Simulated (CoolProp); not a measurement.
1000 sccm (0 °C, 1 atm) of nitrogen bubbles through liquid n-decane at 342.2 K and leaves saturated at a total pressure of 0.0672 MPa (ideal gas phase). Each further row changes one setting.

Values from CoolProp's reference Helmholtz-energy equation of state, Lemmon 2006. It is a short technical equation, of lower accuracy than the large ones.

| case | vapour pressure (kPa) | mole fraction of vapour | delivery (mg/min) | delivery (sccm) | change of delivery for a bath 1 K warmer (%) |
|---|---|---|---|---|---|
| as stated | 2.42 | 0.0360 | 237 | 37.4 | 5.2 |
| bath temperature 347.2 K | 3.09 | 0.0459 | 306 | 48.2 | 5.1 |
| total pressure 0.134 MPa | 2.42 | 0.0181 | 117 | 18.4 | 5.1 |
